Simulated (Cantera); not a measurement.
Charge: 1 mol SiC, 0.033 mol N2O, 60 mol H2, equilibrated at 14.0 Pa.

Cantera equilibrium calculation (NASA polynomials, part measured and part estimated; ideal gas, pure solids and liquids). Candidate condensed phases: C, C6H6, C7H8, C8H18, H2O, Si, SiC, SiO2, Si2N2O, Si3N4; 151 gas species. The numbers say what is thermodynamically allowed, not how fast it happens.

Problem. At 1900 K, list the 6 most abundant gas species with their mole fractions, and the condensed phases.

Solution. H2 0.930, H 0.0647, Si 0.00335, CO 0.000526, N2 0.000428, C2H2 (acetylene) 0.000355. Condensed: C(graphite) + SiC(s).
